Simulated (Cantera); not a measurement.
Standard-state values (1 bar) from the NASA 1993 polynomials, evaluated with Cantera. Values are per mole of reaction as written; species without (g) are pure solids or liquids, kept so even where they would boil at 1 bar.

O2(g) + 4 K + 2 SO3(g) ⇌ 2 K2SO4

```tsv
T (K)	ΔH° (kJ)	ΔS° (J/K)	ΔG° (kJ)	log10 K	condensed phases
1025	-2032.0	-570.2	-1447.5	73.76	K(l), K2SO4(s)
1075	-2027.6	-566.1	-1419.1	68.95	K(l), K2SO4(s)
1125	-2023.0	-561.9	-1390.9	64.58	K(l), K2SO4(s)
1175	___	___	___	___	K(l), K2SO4(s)
1225	___	___	___	___	K(l), K2SO4(s)
1275	-2007.8	-549.3	-1307.5	53.57	K(l), K2SO4(s)
1325	-2002.3	-545.0	-1280.2	50.47	K(l), K2SO4(s)
1375	-1929.4	-490.7	-1254.7	47.66	K(l), K2SO4(l)
```

**Question.** Some entries are withheld; supply them.

**Answer.** 
- 1175, ΔH° (kJ): -2018.2
- 1175, ΔS° (J/K): -557.7
- 1175, ΔG° (kJ): -1362.9
- 1175, log10 K: 60.59
- 1225, ΔH° (kJ): -2013.1
- 1225, ΔS° (J/K): -553.5
- 1225, ΔG° (kJ): -1335.1
- 1225, log10 K: 56.93
